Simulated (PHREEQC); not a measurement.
Solution (20 °C): 0.055 mol HNO3, 0.0038 mol H3BO3 and 0.0022 mol H3PO4 per kg of water. Closed to the air; pH follows from the charge balance.

Model: ion-association model, wateq4f.dat, run in PHREEQC.

This is a speciation only: nothing precipitates in the calculation.

Q: What pH does the model give?

A: pH 1.33.

Q: In which forms is P present?

A: H3PO4 84 %, H2PO4- 16 % of the P.

H3PO4, which wateq4f.dat lacks, is added to it with the constant of phreeqc.dat.
